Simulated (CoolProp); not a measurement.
A single-stage vapour-compression cycle with hydrogen chloride: evaporating at 232.15 K (dew point), condensing at 285.15 K (bubble point), superheat 8 K, subcooling 5 K, compressor efficiency 0.75, no pressure losses. Each further row changes one setting.

Computed with CoolProp (reference Helmholtz-energy equation of state, Thol 2018).

```csv
case,cooling COP,pressure ratio,discharge temperature (K),refrigerating effect (kJ/kg),volumetric capacity (kJ/m³)
as stated,…,4.74,407.1,307,4580
evaporating temperature 237.15 K,2.77,3.97,390.7,…,5450
condensing temperature 280.15 K,2.74,4.19,390.6,317,…
subcooling 10 K,2.48,4.74,407.1,317,4740
superheat 18 K,2.34,4.74,426.6,317,4480
compressor efficiency 0.65,…,4.74,428.7,307,4580
```

### Question
Complete the blanks.

### Answer

- as stated, cooling COP: 2.39
- evaporating temperature 237.15 K, refrigerating effect (kJ/kg): 308
- condensing temperature 280.15 K, volumetric capacity (kJ/m³): 4730
- compressor efficiency 0.65, cooling COP: 2.08
